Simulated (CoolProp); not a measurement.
Properties of R365MFC along the isobar 8770 kPa (Tc = 460.0 K, pc = 3266 kPa, ω = 0.377).

Computed with CoolProp (reference Helmholtz-energy equation of state, Lemmon 2016).

```csv
T (K),phase,cv (kJ/(kg K)),isothermal compressibility (1/MPa)
332.7,liquid,1.089,0.002425
346.6,liquid,1.111,0.002852
360.6,liquid,1.133,0.003390
374.5,liquid,1.155,0.004069
388.5,liquid,1.177,0.004953
402.4,liquid,1.199,0.006111
416.3,liquid,1.221,0.007671
430.3,liquid,1.243,0.009844
444.2,liquid,1.266,0.01291
458.2,liquid,1.288,0.01743
472.1,supercritical,1.311,0.02419
486.1,supercritical,1.334,0.03474
500,supercritical,1.356,0.05118
```
